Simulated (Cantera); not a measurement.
A closed system holds: 1 mol SiH2Cl2, 1.2 mol C2H2, 61 mol H2, at 1000 K and 19.0 mbar.

Equilibrium computed with Cantera from the NASA thermochemical tables; the gas is ideal and each condensed phase is pure. Candidate condensed phases: C, C6H6, C7H8, C8H18, Si, SiC; 109 gas species. Kinetics and transport are ignored.

Base state: H2 0.967, HCl 0.0310, CH4 0.00170, SiCl4 3.43e-5 (mole fractions); condensed: C(graphite) + SiC(s).

Problem. What changes in the equilibrium state with this change: temperature from 1000 K to 900 K?

Solution. 
```json
[
 {"species": "H2", "before": "0.967", "after": "0.965"},
 {"species": "HCl", "before": "0.0310", "after": "0.0294"},
 {"species": "CH4", "before": "0.00170", "after": "0.00552"},
 {"species": "SiCl4", "before": "3.43e-5", "after": "0.000456"},
 {"species": "SiHCl3", "before": "7.54e-6", "after": "4.25e-5"},
 {"species": "C(graphite), mol", "before": "1.29", "after": "1.08"},
 {"species": "SiC(s), mol", "before": "0.997", "after": "0.968"}
]
```

Problem. What changes in the equilibrium state with this change: temperature from 1000 K to 2600 K?

Solution. 
```csv
species,before,after
H2,0.967,0.713
H,1.62e-8,0.235
HCl,0.0310,0.0218
C2H2 (acetylene),1.10e-9,0.0116
Si,<1e-9,0.00958
Cl,<1e-9,0.00504
SiC2,<1e-9,0.00328
C2H,<1e-9,0.000336
SiH,<1e-9,0.000255
C3,<1e-9,0.000117
"C(graphite), mol",1.29,0.0864
"SiC(s), mol",0.997,0
```
The tables' values for SiCl are old estimates; treat these amounts as uncertain. Gases not in the tables: Si2H6 and higher silanes.
